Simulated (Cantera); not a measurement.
Cantera with NASA thermochemical tables; ideal gases at 1 bar, condensed phases pure. Values are per mole of reaction as written; species without (g) are pure solids or liquids, kept so even where they would boil at 1 bar.

Q: Between 1850 and 2350 K, where is each reaction favourable under standard conditions?
- 2 H2O(g) + Nb = NbO2(g) + 2 H2(g)

A: 
- 2 H2O(g) + Nb = NbO2(g) + 2 H2(g): ΔG° is 44 kJ at 1850 K and -21 kJ at 2350 K; it changes sign between 2150 and 2200 K. ΔH° is 283 kJ and ΔS° 130 J/K at 2350 K.
